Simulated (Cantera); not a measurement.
An adiabatic, constant-volume homogeneous reactor starts with H2 : O2 : N2 = 1 : 0.769 : 2.89 (molar parts), equivalence ratio 0.65, at 1050 K and 11.0 bar. Integrator tolerance rtol = 1e-08.

Computed with Cantera and GRI-Mech 3.0 (53 species, 325 reactions). The hydrogen kinetics of GRI-Mech 3.0 are dated; newer H2 mechanisms differ, most at raised pressure.

### Question
What does this change do: O2 0.769 to 0.47 parts?

### Answer
| quantity | before | after |
|---|---|---|
| time of steepest temperature rise | 3.05 ms | 3.06 ms |
| temperature at 0.200 s | 2767 K | 2812 K |
| equilibrium temperature | 2767 K | 2812 K |
| x(H2) at 0.200 s | 0.00372 (gas-phase equilibrium 0.00372) | 0.0245 (gas-phase equilibrium 0.0245) |
| x(O2) at 0.200 s | 0.0533 (gas-phase equilibrium 0.0533) | 0.00169 (gas-phase equilibrium 0.00169) |
| x(NO2) at 0.200 s | 2.93e-5 (gas-phase equilibrium 2.93e-5) | 9.97e-7 (gas-phase equilibrium 9.97e-7) |
| x(H2O) at 0.200 s | 0.227 (gas-phase equilibrium 0.227) | 0.226 (gas-phase equilibrium 0.226) |
| x(O) at 0.200 s | 0.00217 (gas-phase equilibrium 0.00217) | 0.000456 (gas-phase equilibrium 0.000456) |
